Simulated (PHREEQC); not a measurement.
0.018 g of hydrous ferric oxide (600 m²/g; 0.2 weak and 0.005 strong sites per Fe, Dzombak-Morel constants, diffuse double layer) in 1 kg of water with 0.1 mol/kgw of an inert sodium salt and 2e-07 mol Na2SeO4, at 25 °C; the pH is set by adding NaOH or the inert anion's acid. Oxygen is held at 0.21 atm. No CO2 enters from the air. No solid was allowed to form.

The numbers come from PHREEQC with the ion-association model, wateq4f.dat.

Task: Predict Se sorbed (%), surface charge σ (C/m²), surface potential ψ (mV) at pH = 3, 3.67, 10.33.

Result: 
```json
[
 {"pH": "3", "Se sorbed (%)": "85.3", "surface charge σ (C/m²)": "0.360", "surface potential ψ (mV)": "152"},
 {"pH": "3.67", "Se sorbed (%)": "83.6", "surface charge σ (C/m²)": "0.340", "surface potential ψ (mV)": "149"},
 {"pH": "10.33", "Se sorbed (%)": "0.0", "surface charge σ (C/m²)": "-0.121", "surface potential ψ (mV)": "-97"}
]
```

Species that the database lacks are ignored. The oxide is taken as insoluble; below pH 4 it would dissolve.
